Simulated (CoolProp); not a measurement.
The fluid at 293.15 K and 2.99 MPa flows at 0.42 m/s in a round tube of 6 mm bore and 45 µm roughness, fully developed (64/Re and Nu = 3.66 if laminar; Colebrook and Gnielinski if turbulent). The same conditions are run with several fluids, on thermodynamics alone (safety and materials aside).

Values from CoolProp's reference Helmholtz-energy equation of state of each fluid (CH2F2 (R32): Tillner-Roth 1997; ammonia: Gao 2020; R152A: Outcalt 1996; C3F8 (R218): Lemmon 2006; R245fa: Akasaka 2015).

| fluid | Reynolds number | Darcy friction factor | pressure drop (Pa/m) | heat-transfer coefficient (W/(m² K)) | mass flow (kg/h) |
|---|---|---|---|---|---|
| CH2F2 (R32) | ? | 0.0377 | 549 | ? | 42.3 |
| ammonia | 11000 | 0.0400 | ? | ? | ? |
| R152A | 13000 | 0.0393 | 531 | 1580 | 39.3 |
| C3F8 (R218) | 17600 | 0.0382 | ? | 1150 | ? |
| R245fa | ? | 0.0418 | 836 | 1090 | 58.2 |

Problem. Fill in the missing entries.

Solution. 
- CH2F2 (R32), Reynolds number: 20400
- CH2F2 (R32), heat-transfer coefficient (W/(m² K)): 2590
- ammonia, pressure drop (Pa/m): 360
- ammonia, heat-transfer coefficient (W/(m² K)): 4680
- ammonia, mass flow (kg/h): 26.2
- C3F8 (R218), pressure drop (Pa/m): 776
- C3F8 (R218), mass flow (kg/h): 59.1
- R245fa, Reynolds number: 7870

Transport values come from each fluid's own correlations; those of CH2F2 (R32), R152A, C3F8 (R218), R245fa are estimates that may be off by 10 % or more.
